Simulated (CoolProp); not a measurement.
CF4 (R14) at 400.15 K and 0.817 MPa is throttled through a valve to 0.283 MPa with no heat exchange. Each further row changes one setting.

Values from CoolProp's reference Helmholtz-energy equation of state, Platzer 1990. This equation is an older, rougher fit.

| case | temperature change (K) | final density (kg/m³) |
|---|---|---|
| as stated | ? | 7.53 |
| outlet pressure 0.0849 MPa | -2.0 | ? |
| outlet pressure 0.368 MPa | ? | ? |

Q: Some entries are withheld; supply them.

A: 
- as stated, temperature change (K): -1.5
- outlet pressure 0.0849 MPa, final density (kg/m³): 2.26
- outlet pressure 0.368 MPa, temperature change (K): -1.2
- outlet pressure 0.368 MPa, final density (kg/m³): 9.80
